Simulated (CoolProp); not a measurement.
Ethylbenzene along the isotherm 620 K: Z from the reference equation and from simpler models built on Tc = 617.1 K, pc = 36.22 bar, ω = 0.304; each cubic takes its own stable root.

The numbers come from the reference Helmholtz-energy equation of state, Zhou 2012 in CoolProp.

```tsv
p (bar)	phase	reference	van der Waals	Redlich-Kwong	Peng-Robinson
3.88	gas	0.9614	0.9677	0.9631	0.9592
7.76	gas	0.9208	…	0.9244	…
11.6	gas	0.8784	0.8973	0.8838	…
15.5	gas	…	0.8577	0.8397	0.8248
19.4	gas	0.7818	0.8142	0.7919	0.7738
23.3	gas	0.7256	0.7656	0.7391	0.7180
27.2	gas	0.6608	0.7092	0.6787	0.6552
31	gas	0.5834	0.6414	0.6076	0.5825
34.9	gas	0.4709	0.5387	0.5040	0.4803
38.8	supercritical	0.2098	0.3098	0.2723	…
42.7	supercritical	0.2050	0.3090	0.2640	0.2421
46.6	supercritical	0.2130	0.3202	0.2703	…
50.5	supercritical	0.2236	0.3347	0.2803	0.2548
54.3	supercritical	0.2349	…	…	0.2645
```

Problem. Fill in the missing entries.

Solution. 
- 7.76, van der Waals: 0.9335
- 7.76, Peng-Robinson: 0.9166
- 11.6, Peng-Robinson: 0.8724
- 15.5, reference: 0.8322
- 38.8, Peng-Robinson: 0.2550
- 46.6, Peng-Robinson: 0.2465
- 54.3, van der Waals: 0.3502
- 54.3, Redlich-Kwong: 0.2915
